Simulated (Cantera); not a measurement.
A counterflow diffusion flame at 1.01 bar, nozzles 20 mm apart: fuel side CH4 : C2H6 = 1 : 0.37 (molar parts) at 400 K, oxidiser side O2 : N2 = 0.23 : 0.77 (molar parts) at 650 K, fuel mass flux 1.1 times the oxidiser's; mixture-averaged transport, no radiation.

Cantera simulation using GRI-Mech 3.0 (53 species, 325 reactions); the numbers are that mechanism's predictions, not measurements. GRI-Mech 3.0 has no aromatics or soot, which form on the fuel side of real flames. The maximum strain rate includes the flame's own expansion and is several times the mean.

x: mole fraction; the columns are a selection and need not sum to one.

| oxidiser flux (kg/m²/s) | max strain (1/s) | mean strain (1/s) | T max (K) | peak x OH | peak x H | peak x NO | peak x CO | peak x C2H2 |
|---|---|---|---|---|---|---|---|---|
| 0.25 | 239 | 45.8 | 2251 | 0.0114 | 0.00562 | 0.000419 | 0.0737 | 0.0288 |
| 0.33 | 308 | 60.5 | 2235 | 0.0114 | 0.00587 | 0.000389 | 0.0726 | 0.0278 |
| 0.43 | 393 | 78.8 | 2221 | 0.0114 | 0.00611 | 0.000363 | 0.0716 | 0.0269 |
| 0.56 | 502 | 103 | 2208 | 0.0113 | 0.00635 | 0.000337 | 0.0709 | 0.0260 |
| 0.73 | 642 | 134 | 2195 | 0.0113 | 0.00660 | 0.000311 | 0.0703 | 0.0252 |
| 0.95 | 820 | 174 | 2182 | 0.0112 | 0.00684 | 0.000284 | 0.0698 | 0.0242 |
| 1.2 | 1020 | 220 | 2169 | 0.0111 | 0.00702 | 0.000258 | 0.0694 | 0.0233 |
| 1.6 | ? | 293 | 2151 | 0.0108 | 0.00721 | ? | 0.0690 | 0.0220 |
| 2.1 | 1710 | 385 | 2132 | 0.0105 | 0.00734 | 0.000191 | 0.0688 | 0.0206 |
| 2.8 | ? | 513 | 2108 | 0.0101 | 0.00738 | ? | 0.0688 | ? |

Task: Complete the blanks.

Result: 
- 1.6, max strain (1/s): 1330
- 1.6, peak x NO: 0.000224
- 2.8, max strain (1/s): 2230
- 2.8, peak x NO: 0.000155
- 2.8, peak x C2H2: 0.0189
